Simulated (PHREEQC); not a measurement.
PHREEQC input (ion-association model, phreeqc.dat):

```
SOLUTION 0
  temp 15
  units mmol/kgw
  pH 7 charge
  Cl 109.01
  Li 51
  Ca 29
SOLUTION 1-40
  temp 15
  units mmol/kgw
  pH 7 charge
  Cl 124.01
  Mn(2) 27
  Zn 35
END
EXCHANGE 1-40
  X 0.09
  -equilibrate 1
END
SELECTED_OUTPUT 1
  -reset false
  -pH true
  -pe true
  -ionic_strength true
  -water true
  -step true
  -totals Ca Cl Li Mn Zn Mn(2) Mn(3)
  -molalities CaX2 LiX ZnX2 MnX2
  -saturation_indices Pyrochroite Zn(OH)2(e)
PRINT
  -reset false
TRANSPORT
  -cells 40
  -shifts 160
  -lengths 0.005
  -time_step 60
  -dispersivities 0.007
  -boundary_conditions flux flux
  -correct_disp true
  -punch_cells 40
  -punch_frequency 5
END
```

Selected output (columns that matter, 13 of 33 rows; pore volumes added in front):

```
pore volumes	pH	mu	Ca	Cl	Li	Mn	Zn	m_CaX2	m_LiX	m_ZnX2	m_MnX2	si_Pyrochroite	si_Zn(OH)2(e)
0	4.9699	0.17361	0	0.12401	0	0.027	0.035	0	0	0.032826	0.012174	-7.3582	-3.5447
0.3875	4.9699	0.17361	9.8661e-12	0.12401	8.1354e-07	0.026999	0.034999	8.9359e-12	1.1217e-07	0.032826	0.012174	-7.3582	-3.5448
0.6375	4.971	0.17214	6.747e-07	0.12319	0.00093465	0.026586	0.034535	6.1856e-07	0.00012966	0.032794	0.012141	-7.3615	-3.547
1.0125	4.9855	0.15486	0.0001363	0.11545	0.017839	0.020482	0.02818	0.00015022	0.0027132	0.032211	0.011282	-7.4309	-3.5901
1.3875	5.0015	0.1395	0.0011824	0.11026	0.039036	0.012778	0.021648	0.0016411	0.0066628	0.031161	0.0088662	-7.5908	-3.6577
1.6375	5.0074	0.13579	0.003159	0.10933	0.046364	0.0088798	0.019441	0.0046586	0.0081573	0.029722	0.0065412	-7.7339	-3.6888
2.0125	5.0182	0.13508	0.0088779	0.10904	0.050283	0.0043596	0.016138	0.012976	0.0088074	0.024441	0.0031798	-8.0212	-3.7476
2.3875	5.0358	0.13605	0.015906	0.10901	0.050974	0.0017161	0.011392	0.022607	0.0088046	0.016774	0.0012165	-8.392	-3.8647
2.6375	5.0487	0.13667	0.019871	0.10901	0.051023	0.0008446	0.0082732	0.027964	0.0087692	0.012059	0.00059263	-8.6749	-3.9788
3.0125	5.065	0.13732	0.024064	0.10901	0.051011	0.0002687	0.0046617	0.033683	0.0087436	0.0067579	0.00018748	-9.1404	-4.196
3.3875	5.076	0.13767	0.026493	0.10901	0.051001	8.0155e-05	0.0024266	0.037059	0.0087391	0.0035153	5.5885e-05	-9.644	-4.4579
3.6375	5.0807	0.1378	0.027445	0.10901	0.050999	3.4908e-05	0.0015204	0.038402	0.0087401	0.0022032	2.4344e-05	-9.9957	-4.6516
4.0125	5.085	0.13791	0.028264	0.10901	0.050998	9.761e-06	0.0007266	0.039569	0.0087423	0.0010534	6.8103e-06	-10.541	-4.9639
```
